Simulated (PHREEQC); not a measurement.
Dissolve 4 mol CaBr2, 0.11 mol BaCl2 and 0.069 mol KBr per kg of water at 25 °C. Closed to the air; pH follows from the charge balance.

Equilibrium calculation in PHREEQC: Pitzer model, pitzer.dat.

Precipitation was switched off in this run.

Problem. Estimate the activity of water, osmotic coefficient.

Solution. activity of water 0.576; osmotic coefficient 2.458.
